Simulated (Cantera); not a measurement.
A closed system holds: 1 mol borazine, 2.9 mol H2, at 0.0640 bar.

Equilibrium computed with Cantera from the NASA thermochemical tables; the gas is ideal and each condensed phase is pure. Candidate condensed phases: B, BN; 15 gas species. The feed counts by its element totals alone. The tables' values for BH2 are old estimates; treat these amounts as uncertain. Equilibrium is a limit: real reactors are often held back by kinetics, nucleation or transport. All values below are at 1325 °C.

Base state: H2 1.000, H 0.000210, BH2 1.06e-5 (mole fractions); condensed: BN(s).

Q: What changes in the equilibrium state with this change: borazine replaced by B2H6?

A: 
```json
[
 {"species": "H2", "before": "1.000", "after": "1.000"},
 {"species": "H", "before": "0.000210", "after": "0.000210"},
 {"species": "BH2", "before": "1.06e-5", "after": "2.56e-5"},
 {"species": "BN(s), mol", "before": "3.00", "after": "0"},
 {"species": "B(s), mol", "before": "0", "after": "2.00"}
]
```
